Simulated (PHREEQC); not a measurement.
Make-up at 55 °C: 0.041 mol FeCl3 and 0.0029 mol H2SO4 per kg of water. Closed to the air; pH follows from the charge balance.

Model: ion-association model, wateq4f.dat, run in PHREEQC.

* **pH**: 1.81
* **ionic strength**: 0.174 mol/kgw
* **total alkalinity**: -87.8 meq/kg

| species | molality | activity | log γ |
|---|---|---|---|
| Cl- | 0.105 | 0.0743 | -0.149 |
| H+ | 0.0197 | 0.0156 | -0.100 |
| FeCl+2 | 0.0164 | 0.00483 | -0.531 |
| Fe+3 | 0.00720 | 0.000906 | -0.900 |
| FeOH+2 | 0.00631 | 0.00186 | -0.531 |
| Fe2(OH)2+4 | 0.00372 | 3.01e-5 | -2.092 |
| FeSO4+ | 0.00202 | 0.00149 | -0.133 |
| FeCl2+ | 0.000913 | 0.000676 | -0.131 |
| HSO4- | 0.000353 | 0.000257 | -0.139 |
| SO4-2 | 0.000283 | 8.20e-5 | -0.538 |
| FeHSO4+2 | 0.000235 | 7.03e-5 | -0.523 |
| Fe(OH)2+ | 0.000148 | 0.000110 | -0.129 |
| Fe3(OH)4+5 | 0.000104 | 5.61e-8 | -3.269 |

Precipitation was switched off in this run. Examples of supersaturated solids here: Hematite (slow to form), Goethite (slow to form). Others may be too. Constants without temperature data keep their 25 °C values here.
